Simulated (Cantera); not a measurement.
Feed: 1 mol CO, 0.014 mol O2, at 1775 K and 100 Torr.

These are equilibrium values from Cantera (NASA tables, ideal gas, pure condensed phases), not measurements of a reactor. Candidate condensed phases: C; 12 gas species. Equilibrium is a limit: real reactors are often held back by kinetics, nucleation or transport.

Base state: CO 0.972, CO2 0.0280 (mole fractions); condensed: gas only.

Task: What changes in the equilibrium state with this change: O2 from 0.014 to 0.0067 mol?

Result: 
```json
[
 {"species": "CO", "before": "0.972", "after": "0.987"},
 {"species": "CO2", "before": "0.0280", "after": "0.0134"}
]
```
